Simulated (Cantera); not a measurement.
## Thermodynamics of halide evaporation, hydrolysis and transport, feed CuF2 + N2

Input: 1 mol CuF2, 260 mol N2, at 75.0 Torr.

These are equilibrium values from Cantera (NASA tables, ideal gas, pure condensed phases), not measurements of a reactor. Candidate condensed phases: Cu, CuF2; 11 gas species. The numbers say what is thermodynamically allowed, not how fast it happens.

From 1523 K to 1923 K nothing is condensed. The main Cu-bearing gas is CuF2 at 1523 K and CuF at 1923 K.

```tsv
T (K)	log p N2	log p F	log p CuF2	log p CuF	log p Cu	log p F2
1523	-1.00	-4.28	-3.48	-4.28	-9.28	-9.52
1573	-1.00	-4.11	-3.51	-4.11	-8.80	-9.37
1623	-1.00	-3.97	-3.56	-3.97	-8.35	-9.24
1673	-1.00	-3.84	-3.63	-3.84	-7.93	-9.14
1723	-1.00	-3.73	-3.71	-3.73	-7.54	-9.08
1773	-1.00	-3.64	-3.82	-3.64	-7.16	-9.04
1823	-1.00	-3.57	-3.96	-3.57	-6.81	-9.04
1873	-1.00	-3.52	-4.11	-3.52	-6.48	-9.06
1923	-1.00	-3.48	-4.29	-3.48	-6.16	-9.12
```
log p: log10 of the partial pressure in bar; nothing condenses.
